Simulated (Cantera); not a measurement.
Input: 1 mol CHF3, at 3473.15 K.

Method: chemical equilibrium by Gibbs-energy minimisation in Cantera with the NASA 1993 tables (ideal gas, pure condensed phases). Candidate condensed phases: C, C6H6, C7H8, C8H18; 95 gas species. Equilibrium is a limit: real reactors are often held back by kinetics, nucleation or transport.

Question: Which condensed phases are stable at each of these points (P (Pa)): 1, 10, 100, 1000, 10000, 100000?

Answer: 
```json
[
 {"P (Pa)": "1", "condensed phases": "gas only", "C condensed (%)": "0.0"},
 {"P (Pa)": "10", "condensed phases": "gas only", "C condensed (%)": "0.0"},
 {"P (Pa)": "100", "condensed phases": "gas only", "C condensed (%)": "0.0"},
 {"P (Pa)": "1000", "condensed phases": "gas only", "C condensed (%)": "0.0"},
 {"P (Pa)": "10000", "condensed phases": "gas only", "C condensed (%)": "0.0"},
 {"P (Pa)": "100000", "condensed phases": "C(graphite)", "C condensed (%)": "14.2"}
]
```

From 1.00 Pa to 0.100 bar nothing is condensed. At 1.00 bar the condensed part is C(graphite).
